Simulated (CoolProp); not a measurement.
A single-stage vapour-compression cycle with R134a: evaporating at 302.15 K (dew point), condensing at 360.15 K (bubble point), superheat 2 K, subcooling 5 K, compressor efficiency 0.65, no pressure losses. Each further row changes one setting.

Model: reference Helmholtz-energy equation of state, Tillner-Roth 1994, in CoolProp.

| case | cooling COP | pressure ratio | discharge temperature (K) | refrigerating effect (kJ/kg) | volumetric capacity (kJ/m³) |
|---|---|---|---|---|---|
| as stated | … | 4.08 | 378.3 | 91.1 | 3280 |
| evaporating temperature 307.15 K | 2.41 | 3.54 | 376.8 | 93.6 | 3900 |
| condensing temperature 355.15 K | 2.48 | 3.67 | … | 100 | 3610 |
| subcooling 10 K | 2.32 | 4.08 | 378.3 | 101 | 3630 |
| superheat 12 K | 2.17 | 4.08 | 387.8 | 101 | 3440 |
| compressor efficiency 0.55 | 1.77 | 4.08 | … | 91.1 | 3280 |

### Question
Some entries are withheld; supply them.

### Answer

- as stated, cooling COP: 2.10
- condensing temperature 355.15 K, discharge temperature (K): 372.2
- compressor efficiency 0.55, discharge temperature (K): 383.8
